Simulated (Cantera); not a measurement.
Mixture: CH4 : O2 : N2 = 1 : 2.7 : 10.2 (molar parts), at 1000000 Pa, adiabatic and at constant pressure. Ignition delay is the time to a rise of 400 K.

Model: GRI-Mech 3.0 (53 species, 325 reactions), integrated in Cantera.

What does this change do: N2 10.2 to 14 parts?


| quantity | before | after |
|---|---|---|
| delay at 1000 K | 76.4 ms | 97.9 ms |
| delay at 1100 K | 15.6 ms | 20.4 ms |
| delay at 1200 K | 4.15 ms | 5.51 ms |
| delay at 1300 K | 1.28 ms | 1.72 ms |
| apparent activation energy between 1250 and 1350 K | 160 kJ/mol | 160 kJ/mol |
